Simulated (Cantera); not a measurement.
Cantera with NASA thermochemical tables; ideal gases at 1 bar, condensed phases pure. Values are per mole of reaction as written; species without (g) are pure solids or liquids, kept so even where they would boil at 1 bar.

### Question
Between 300 and 1400 K, where is each reaction favourable under standard conditions?
- 2 VO₂(g) + O(g) ⇌ V₂O₅

### Answer
- 2 VO₂(g) + O(g) ⇌ V₂O₅: ΔG° is -1166 kJ at 300 K and -622 kJ at 1400 K; it stays negative (K > 1). ΔH° is -1217 kJ and ΔS° -425 J/K at 1400 K.
